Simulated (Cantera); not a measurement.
# Thermodynamics of silicon etching in halogen gases, feed Si + HF + N₂

A closed system holds: 1 mol Si, a varied amount of HF, 16 mol N₂, equilibrated at 775 °C and 0.0133 bar.

Method: chemical equilibrium by Gibbs-energy minimisation in Cantera with the NASA 1993 tables (ideal gas, pure condensed phases). Candidate condensed phases: Si, Si₃N₄; 37 gas species. N₂ is the only nitrogen source here; it is nearly inert below about 1500 K, so the nitride shown seldom forms there in practice. The tables' values for SiF₃ are old estimates; treat these amounts as uncertain. Kinetics and transport are ignored.

```
n(HF) (mol)   x N₂      x HF    x H₂  x SiF₄  n Si₃N₄(s)
-----------  -----  --------  ------  ------  ----------
1.9          0.916  0.000264  0.0555  0.0277       0.175
2.2          0.905  0.000290  0.0632  0.0316       0.150
2.5          0.894  0.000315  0.0707  0.0353       0.125
2.9          0.879  0.000346  0.0804  0.0402      0.0921
3.4          0.862  0.000381  0.0919  0.0459      0.0505
3.9          0.845  0.000413   0.103  0.0514     0.00886
4.5          0.821    0.0256   0.103  0.0513           0
5.2          0.792    0.0594  0.0990  0.0495           0
6            0.762    0.0952  0.0952  0.0476           0
7            0.727     0.136  0.0909  0.0455           0
8.1          0.693     0.177  0.0866  0.0433           0
9.3          0.658     0.218  0.0823  0.0412           0
11           0.615     0.269  0.0769  0.0385           0
```
x: gas mole fraction; n: condensed amount in mol.

From 1.9 mol HF to 3.9 mol HF the condensed part is Si₃N₄(s). From 4.5 mol HF to 11 mol HF nothing is condensed. The main Si-bearing gas is SiF₄ throughout.
